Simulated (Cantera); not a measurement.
Feed: 1 mol B, 0.25 mol H2O, 91 mol H2, held at 600 °C.

These are equilibrium values from Cantera (NASA tables, ideal gas, pure condensed phases), not measurements of a reactor. Candidate condensed phases: B, B2O3, B3O3H3, H2O; 23 gas species. The numbers say what is thermodynamically allowed, not how fast it happens.

### Question
What share of the B ends up in condensed phases as a function of P (Pa), at 10, 37, 140, 520, 1900, 7200, 27000, 100000?

### Answer
```json
[
 {"P (Pa)": "10", "B condensed (%)": "98.6", "as": "B(s) + B2O3(l)"},
 {"P (Pa)": "37", "B condensed (%)": "97.3", "as": "B(s) + B2O3(l)"},
 {"P (Pa)": "140", "B condensed (%)": "94.8", "as": "B(s) + B2O3(l)"},
 {"P (Pa)": "520", "B condensed (%)": "90.1", "as": "B(s) + B2O3(l)"},
 {"P (Pa)": "1900", "B condensed (%)": "81.0", "as": "B(s) + B2O3(l)"},
 {"P (Pa)": "7200", "B condensed (%)": "75.0", "as": "B(s)"},
 {"P (Pa)": "27000", "B condensed (%)": "75.0", "as": "B(s)"},
 {"P (Pa)": "100000", "B condensed (%)": "75.0", "as": "B(s)"}
]
```
